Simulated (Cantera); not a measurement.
A freely propagating, adiabatic, planar premixed flame of 21.9 % CO, 6.80 % H₂, 14.9 % O₂, 56.3 % N₂, equivalence ratio 0.96, unburnt at 573 K and 338 Torr; mixture-averaged transport, grid criteria slope 0.08 and curve 0.16, no radiation.

Computed with Cantera and GRI-Mech 3.0 (53 species, 325 reactions). Burning velocities carry a grid error of a few per cent, more on coarse grids.

**Question.** Predict: laminar burning velocity; thermal thickness; peak x(H); peak x(HO₂); peak x(H₂O₂).

**Answer.** 
```json
{
 "laminar_burning_velocity": "246 cm/s",
 "thermal_thickness": "1.94 mm",
 "peak x(H)": "0.0256",
 "peak x(HO₂)": "0.000146",
 "peak x(H₂O₂)": "1.05e-5"
}
```
